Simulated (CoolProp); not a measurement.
Computed with CoolProp (reference Helmholtz-energy equation of state, Penoncello 2003).

**Question.** For CHF3 (R23), give the phase and the speed of sound (m/s), viscosity (µPa s), conductivity (mW/(m K)) at 186.2 K and 0.103 MPa; 313 K and 0.049 MPa.

**Answer.** 
- 186.2 K and 0.103 MPa: liquid; speed of sound 850, viscosity 331, conductivity 139
- 313 K and 0.049 MPa: gas; speed of sound 210, viscosity 15.6, conductivity 14.3

Viscosity comes from a separate model (Shan 2000). Thermal conductivity comes from a separate model (Shan 2000).
